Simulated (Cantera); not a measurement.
Mixture: C3H8 : O2 : N2 = 1 : 7.81 : 29.4 (molar parts), at 1.00 bar, adiabatic and at constant pressure. Ignition delay is the time to a rise of 400 K.

Computed with Cantera and GRI-Mech 3.0 (53 species, 325 reactions). GRI-Mech 3.0 was tuned for natural gas; its chemistry of propane as a main component is partial and can be far from experiment.

Task: Predict: delay at 1148 K; delay at 1248 K; delay at 1348 K; delay at 1448 K; delay at 1548 K; apparent activation energy between 1448 and 1548 K.

Result: 
- delay at 1148 K = 17.9 ms
- delay at 1248 K = 2.32 ms
- delay at 1348 K = 0.443 ms
- delay at 1448 K = 0.126 ms
- delay at 1548 K = 50.0 µs
- apparent activation energy between 1448 and 1548 K = 170 kJ/mol
